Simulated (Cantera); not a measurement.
An isothermal, constant-pressure homogeneous reactor starts with CH4 : N2 = 1 : 73 (molar parts), at 1525 K and 11000 Pa.

Model: GRI-Mech 3.0 (53 species, 325 reactions), integrated in Cantera. GRI-Mech 3.0 stops at C3 and has no aromatics, soot or wall deposition, so with more carbon than oxygen in the feed, carbon stays in small species such as C2H2 where larger ones or solid carbon would form.

Question: Predict: x(CH4) at 4.00 s; x(CH2) at 4.00 s; x(C2H4) at 4.00 s; x(C2H) at 4.00 s; x(H2) at 4.00 s; x(C2H2) at 4.00 s.

Answer: 
```json
{
 "x(CH4) at 4.00 s": "0.00290 (gas-phase equilibrium 4.93e-6)",
 "x(CH2) at 4.00 s": "9.17e-9 (gas-phase equilibrium 2.20e-11)",
 "x(C2H4) at 4.00 s": "1.79e-5 (gas-phase equilibrium 2.89e-7)",
 "x(C2H) at 4.00 s": "5.01e-9 (gas-phase equilibrium 6.64e-10)",
 "x(H2) at 4.00 s": "0.0157 (gas-phase equilibrium 0.0200)",
 "x(C2H2) at 4.00 s": "0.00520 (gas-phase equilibrium 0.000596)"
}
```
